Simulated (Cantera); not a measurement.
# Silicon oxide and oxynitride deposition: SiH₄ + O₂

A closed system holds: 1 mol SiH₄, 0.62 mol O₂, at 0.133 bar.

Cantera equilibrium calculation (NASA polynomials, part measured and part estimated; ideal gas, pure solids and liquids). Candidate condensed phases: H₂O, Si, SiO₂; 18 gas species. Mutual solubility and eutectic melting of coexisting phases are not modelled. The tables hold silica as quartz up to 1696 K and as liquid above; real silica turns to tridymite and cristobalite and melts near 1996 K. Kinetics and transport are ignored.

```csv
T (K),x H₂,x SiO,x H,x SiH₄,x H₂O,n Si(s),n SiO₂(α-quartz),n SiO₂(β-quartz)
600,1.00,<1e-12,<1e-12,7.71e-9,<1e-12,0.380,0.620,0
650,1.00,<1e-12,<1e-12,1.15e-8,<1e-12,0.380,0.620,0
700,1.00,<1e-12,<1e-12,1.61e-8,<1e-12,0.380,0.620,0
750,1.00,<1e-12,<1e-12,2.13e-8,<1e-12,0.380,0.620,0
800,1.00,<1e-12,7.93e-12,2.72e-8,1.98e-12,0.380,0.620,0
850,1.00,2.41e-12,5.61e-11,3.35e-8,1.24e-11,0.380,0,0.620
900,1.00,3.74e-11,3.20e-10,4.03e-8,6.26e-11,0.380,0,0.620
950,1.00,4.33e-10,1.52e-9,4.74e-8,2.66e-10,0.380,0,0.620
1000,1.00,3.91e-9,6.22e-9,5.49e-8,9.74e-10,0.380,0,0.620
1050,1.00,2.85e-8,2.22e-8,6.25e-8,3.14e-9,0.380,0,0.620
1100,1.00,1.73e-7,7.08e-8,7.04e-8,9.10e-9,0.380,0,0.620
1150,1.000,8.94e-7,2.04e-7,7.84e-8,2.39e-8,0.380,0,0.620
```
x: gas mole fraction; n: condensed amount in mol.

From 600 K to 800 K the condensed part is Si(s) + SiO₂(α-quartz). From 850 K to 1150 K the condensed part is Si(s) + SiO₂(β-quartz).
